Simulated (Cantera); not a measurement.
Charge: 1 mol Fe, 3 mol H2S, 30 mol N2, equilibrated at 1025 K and 66.8 Torr.

Method: chemical equilibrium by Gibbs-energy minimisation in Cantera with the NASA 1993 tables (ideal gas, pure condensed phases). FeS: taken at fixed stoichiometry. Gases not in the tables: S3 to S7. Rates play no part.

```tsv
species	before	after
N2	0.907	0.900
H2	0.0353	0.0499
H2S	0.0554	0.0401
S2	0.00254	0.00992
SH	9.66e-6	6.93e-5
FeS(s), mol	1.00	1.00
```
Gas species are given as mole fractions.

### Question
Which change was made?
A) 0.24 mol H2 added
B) temperature from 1025 K to 1073.15 K
C) temperature from 1025 K to 875 K
D) temperature from 1025 K to 1175 K

### Answer
D, temperature from 1025 K to 1175 K
